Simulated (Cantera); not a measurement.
A freely propagating, adiabatic, planar premixed flame of 21.2 % H₂, 15.9 % O₂, 59.7 % N₂, 3.19 % H₂O, equivalence ratio 0.67, unburnt at 475 K and 0.500 bar; mixture-averaged transport, grid criteria slope 0.08 and curve 0.16, no radiation.

Model: the H2/O2 subset of GRI-Mech 3.0, which has no nitrogen chemistry, integrated in Cantera. Burning velocities carry a grid error of a few per cent, more on coarse grids. Lean hydrogen flames are cellular in practice and burn faster than this planar one.

x: mole fraction of selected species; z is measured from the peak of heat release.

| z (mm) | T (K) | u (m/s) | x H₂ | x O₂ | x H₂O | x H | x H₂O₂ | x O |
|---|---|---|---|---|---|---|---|---|
| -2.81 | 475 | 2.86 | 0.212 | 0.159 | 0.0319 | <1e-8 | <1e-8 | <1e-8 |
| -1.88 | 475 | 2.86 | 0.212 | 0.159 | 0.0319 | <1e-8 | <1e-8 | <1e-8 |
| -1.41 | 475 | 2.86 | 0.212 | 0.159 | 0.0319 | <1e-8 | <1e-8 | <1e-8 |
| -0.938 | 475 | 2.85 | 0.212 | 0.159 | 0.0319 | <1e-8 | 1.33e-8 | <1e-8 |
| -0.469 | 501 | 2.97 | 0.200 | 0.160 | 0.0338 | 4.08e-5 | 1.16e-5 | 5.01e-6 |
| -0.234 | 734 | 4.23 | 0.161 | 0.155 | 0.0574 | 0.00283 | 2.54e-5 | 0.000218 |
| 0 | 1109 | 6.23 | 0.0904 | 0.125 | 0.126 | 0.0161 | 5.25e-6 | 0.00351 |
| 0.234 | 1378 | 7.68 | 0.0355 | 0.0842 | 0.196 | 0.0252 | 3.59e-6 | 0.00904 |
| 0.469 | 1519 | 8.42 | 0.0201 | 0.0694 | 0.221 | 0.0227 | 2.17e-6 | 0.0105 |
| 0.938 | 1662 | 9.15 | 0.0153 | 0.0639 | 0.234 | 0.0152 | 1.08e-6 | 0.00904 |
| 1.88 | 1793 | 9.80 | (withheld) | 0.0611 | 0.244 | (withheld) | (withheld) | (withheld) |
| 3.75 | 1897 | 10.3 | 0.00727 | 0.0594 | 0.254 | 0.00357 | 3.13e-7 | 0.00383 |
| 7.50 | 1965 | 10.6 | 0.00381 | 0.0587 | 0.261 | 0.00125 | 1.93e-7 | 0.00195 |

Fill in the missing entries.


- 1.88, x H₂: 0.0115
- 1.88, x H: 0.00819
- 1.88, x H₂O₂: 5.48e-7
- 1.88, x O: 0.00640
